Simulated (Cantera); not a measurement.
# Ignition delay

Mixture: 4.55 % CH4, 14.9 % O2, 80.5 % N2, equivalence ratio 0.61, at 760000 Pa, adiabatic and at constant volume. Ignition delay is the time to a rise of 400 K.

Computed with Cantera and GRI-Mech 3.0 (53 species, 325 reactions).

```json
[
 {"T0 (K)": "1323", "delay (ms)": "1.59"},
 {"T0 (K)": "1398", "delay (ms)": "0.708"},
 {"T0 (K)": "1473", "delay (ms)": "0.332"},
 {"T0 (K)": "1548", "delay (ms)": "0.164"},
 {"T0 (K)": "1623", "delay (ms)": "0.0852"},
 {"T0 (K)": "1698", "delay (ms)": "0.0468"},
 {"T0 (K)": "1773", "delay (ms)": "0.0272"},
 {"T0 (K)": "1848", "delay (ms)": "0.0167"}
]
```

The apparent activation energy between 1698 and 1848 K is 180 kJ/mol.
